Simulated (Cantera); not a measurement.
An isothermal, constant-pressure homogeneous reactor starts with 22.4 % H2, 43.9 % O2, 33.8 % N2, equivalence ratio 0.26, at 1200 K and 13300 Pa.

Computed with Cantera and GRI-Mech 3.0 (53 species, 325 reactions). The temperature is held fixed by assumption; the heat of reaction is taken as removed at once.

x: mole fraction; the columns are a selection and need not sum to one.

```
t (s)         x H2   x O2       x O    x N2O   x H2O2
--------  --------  -----  --------  -------  -------
0.000500   0.00514  0.361   0.00985  2.18e-8  4.02e-6
0.00125   0.000605  0.367   0.00102  3.14e-8  2.20e-6
0.00313    7.59e-5  0.368  0.000130  3.50e-8  8.03e-7
0.00783    1.22e-5  0.368   2.49e-5  3.64e-8  2.90e-7
0.0196     2.62e-6  0.368   6.42e-6  3.72e-8  1.10e-7
0.0490           …  0.368         …  3.77e-8        …
0.122      2.36e-7  0.368   6.87e-7  3.79e-8  1.72e-8
0.306      8.47e-8  0.368   2.55e-7  3.77e-8  7.00e-9
0.766      3.40e-8  0.368   1.03e-7  3.64e-8  3.04e-9
1.92       1.78e-8  0.368   5.28e-8  3.31e-8  1.64e-9
4.79       1.47e-8  0.368   4.23e-8        …  1.35e-9
12.0       1.46e-8  0.368   4.19e-8  1.46e-8  1.34e-9
30.0       1.45e-8  0.368   4.19e-8  5.24e-9  1.34e-9
```

Q: Complete the blanks.

A: 
- 0.0490, x H2: 7.27e-7
- 0.0490, x O: 1.99e-6
- 0.0490, x H2O2: 4.29e-8
- 4.79, x N2O: 2.59e-8
